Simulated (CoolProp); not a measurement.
Hexamethyldisiloxane (MM) at several states: density (kg/m³) from the reference equation and from simpler models built on Tc = 245.6 °C, pc = 1.931 MPa, ω = 0.418; each cubic takes its own stable root.

Computed with CoolProp (reference Helmholtz-energy equation of state, Thol 2016).

| T (°C) | p (MPa) | phase | reference | van der Waals | Redlich-Kwong | Soave-Redlich-Kwong |
|---|---|---|---|---|---|---|
| 10.95 | 0.198 | liquid | 774.5 | 464.0 | ? | ? |
| -12.55 | 3.94 | liquid | ? | ? | 715.6 | 739.8 |
| 65.35 | 4.52 | liquid | 725.2 | 455.9 | 652.4 | ? |
| 194.45 | 5.66 | liquid | ? | 397.1 | 524.7 | ? |
| 330.85 | 0.146 | gas | 4.796 | 4.795 | 4.800 | 4.789 |
| 47.65 | 1.43 | liquid | 738.0 | 449.9 | 656.1 | ? |

Question: What belongs in the gaps?

Answer: 
- 10.95, Redlich-Kwong: 686.5
- 10.95, Soave-Redlich-Kwong: 717.7
- -12.55, reference: 803.1
- -12.55, van der Waals: 488.6
- 65.35, Soave-Redlich-Kwong: 683.0
- 194.45, reference: 579.3
- 194.45, Soave-Redlich-Kwong: 543.0
- 47.65, Soave-Redlich-Kwong: 690.2
